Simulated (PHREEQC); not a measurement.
CaCl2 is added in steps, without added water, to 1 kg of water holding 0.0015 mol Al2(SO4)3, 0.00031 mol ZnCl2 and 0.0015 mol NaCl, at 25 °C. O2 is buffered at 0.21 atm. CO2 from the air is kept out. Solids allowed: Gypsum, Portlandite, Al(OH)3(a), Zn(OH)2-a, Zn4(OH)6SO4, Zn5(OH)8Cl2, Basaluminite, Halite, Mirabilite, Goslarite. Others were left out.

Base run: PHREEQC, ion-association model, wateq4f.dat. Each further column changes one thing. The table gives CaSO4 (mol/kgw).

```tsv
CaCl2 added (mol)	base	0.0029 mol/kgw HBr added	diluted 5-fold with water	0.00014 mol/kgw CdSO4 added	no solid may form
0	0	0	0	0	0
0.0001437	2.27e-5	1.95e-5	9.70e-6	2.33e-5	2.28e-5
0.0004312	6.63e-5	5.72e-5	2.75e-5	6.80e-5	6.65e-5
0.000575	8.73e-5	7.55e-5	3.57e-5	8.96e-5	8.76e-5
0.0007187	0.000108	9.33e-5	4.35e-5	0.000111	0.000108
0.001006	0.000147	0.000128	5.80e-5	0.000151	0.000148
0.00115	0.000166	0.000145	6.48e-5	0.000171	0.000167
0.001294	0.000185	0.000161	7.14e-5	0.000190	0.000186
0.001581	0.000221	0.000193	8.37e-5	0.000227	0.000222
0.001725	0.000239	0.000209	8.96e-5	0.000245	0.000239
0.001869	0.000256	0.000224	9.52e-5	0.000263	0.000256
0.002156	0.000289	0.000254	0.000106	0.000297	0.000290
0.0023	0.000305	0.000268	0.000111	0.000313	0.000306
```

 In at least one series the solution becomes supersaturated in solids that the run did not let form, among them Basaluminite. Solids allowed in the column '0.00014 mol/kgw CdSO4 added': Gypsum, Portlandite, Al(OH)3(a), Zn(OH)2-a, Zn4(OH)6SO4, Zn5(OH)8Cl2, Cd(OH)2, CdOHCl, Basaluminite, Halite, Mirabilite, Goslarite.
